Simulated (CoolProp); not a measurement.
Cyclohexane along the isobar 2.4 MPa: density (kg/m³) from the reference equation and from simpler models built on Tc = 553.6 K, pc = 4.081 MPa, ω = 0.209; each cubic takes its own stable root.

Values from CoolProp's reference Helmholtz-energy equation of state, Zhou 2014.

| T (K) | phase | reference |
|---|---|---|
| 413.7 | liquid | 659.4 |
| 427.8 | liquid | 643.0 |
| 441.9 | liquid | 625.7 |
| 456 | liquid | 607.2 |
| 470.1 | liquid | 587.0 |
| 484.2 | liquid | 564.6 |
| 498.3 | liquid | 538.5 |
| 526.5 | gas | 66.95 |
| 540.7 | gas | 61.60 |
| 554.8 | gas | 57.59 |

**Question.** How far does each simpler model (van der Waals, Redlich-Kwong, Soave-Redlich-Kwong, Peng-Robinson) lie from the reference over these 10 states: mean and median of the absolute difference, and the worst?

**Answer.** 
- van der Waals: mean 32.9 %, median 37.2 %, worst -86.9 % at 498.3 K and 2.4 MPa
- Redlich-Kwong: mean 9.4 %, median 11.0 %, worst -16.7 % at 498.3 K and 2.4 MPa
- Soave-Redlich-Kwong: mean 6.8 %, median 7.8 %, worst -12.7 % at 498.3 K and 2.4 MPa
- Peng-Robinson: mean 2.8 %, median 2.2 %, worst +5.2 % at 413.7 K and 2.4 MPa

At some of these states van der Waals gives the other phase, because its saturation line lies elsewhere.
